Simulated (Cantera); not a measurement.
Charge: 1 mol CH3SiH3, 0.18 mol C2H2, 1700 mol H2, equilibrated at 900 °C and 4.40 mbar.

These are equilibrium values from Cantera (NASA tables, ideal gas, pure condensed phases), not measurements of a reactor. Candidate condensed phases: C, C6H6, C7H8, C8H18, Si, SiC; 87 gas species. The feed counts by its element totals alone. The numbers say what is thermodynamically allowed, not how fast it happens.

Base state: H2 1.000, CH4 8.56e-5 (mole fractions); condensed: C(graphite) + SiC(s).

**Question.** What changes in the equilibrium state with this change: CH3SiH3 replaced by CH3SiCl3?

**Answer.** 
| species | before | after |
|---|---|---|
| H2 | 1.000 | 0.998 |
| HCl | 0 | 0.00176 |
| CH4 | 8.56e-5 | 8.53e-5 |
| C(graphite), mol | 0.214 | 0.215 |
| SiC(s), mol | 1.00 | 1.000 |
